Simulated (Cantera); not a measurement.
Feed: 1 mol Pb, 0.56 mol O2, 0.67 mol H2, 1.7 mol CO, equilibrated at 840 Pa.

Equilibrium computed with Cantera from the NASA thermochemical tables; the gas is ideal and each condensed phase is pure. Candidate condensed phases: C, C6H6, C7H8, C8H18, H2O, Pb, PbO, PbO2, Pb3O4; 113 gas species. Kinetics and transport are ignored.

**Question.** Which condensed phases are stable at each of these points (T (°C)): 500, 600, 700, 800, 900, 1000, 1100, 1200, 1300?

**Answer.** 
| T (°C) | condensed phases | Pb condensed (%) |
|---|---|---|
| 500 | Pb(l) | 100.0 |
| 600 | Pb(l) | 100.0 |
| 700 | Pb(l) | 99.8 |
| 800 | Pb(l) | 97.9 |
| 900 | Pb(l) | 87.5 |
| 1000 | Pb(l) | 33.7 |
| 1100 | gas only | 0.0 |
| 1200 | gas only | 0.0 |
| 1300 | gas only | 0.0 |

From 500 °C to 1000 °C the condensed part is Pb(l). From 1100 °C to 1300 °C nothing is condensed.
